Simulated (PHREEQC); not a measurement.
Solution (25 °C): 28 mmol/kgw Cu(NO3)2, 0.063 mmol/kgw HBF4 and 0.037 mmol/kgw FeCl3. It is in equilibrium with CO2 at log p = 0 (atm). Otherwise closed; pH follows from the charge balance.

Model: ion-association model, phreeqc.dat, run in PHREEQC.

| quantity | before | after |
|---|---|---|
| pH | 3.37 | 3.46 |
| CuHCO3+ (mol/kgw) | 0.000262 | 0.000189 |
| F- (mol/kgw) | 0.000113 | 0.000104 |
| Cl- (mol/kgw) | 0.000108 | 9.97e-5 |
| HF (mol/kgw) | 5.46e-5 | 7.20e-5 |
| HCO3- (mol/kgw) | 4.45e-5 | 3.34e-5 |

Task: Which change was made?
(A) HBF4 from 6.3e-05 to 0.00063 mol/kgw
(B) temperature from 25 to 55 °C
(C) FeCl3 replaced by CaCl2 at the same molality
(D) temperature from 25 to 15 °C

Result: B, temperature from 25 to 55 °C

No solid was allowed to form. Some of these states are supersaturated (in Hematite (slow to form), Goethite (slow to form), for instance). At this temperature some constants are extrapolated from 25 °C, and those without enthalpy data are left unchanged. Real BF4- forms and hydrolyses slowly; the run takes it at equilibrium. Fluoro complexes past AlF4- and FeF3 are missing from the database.
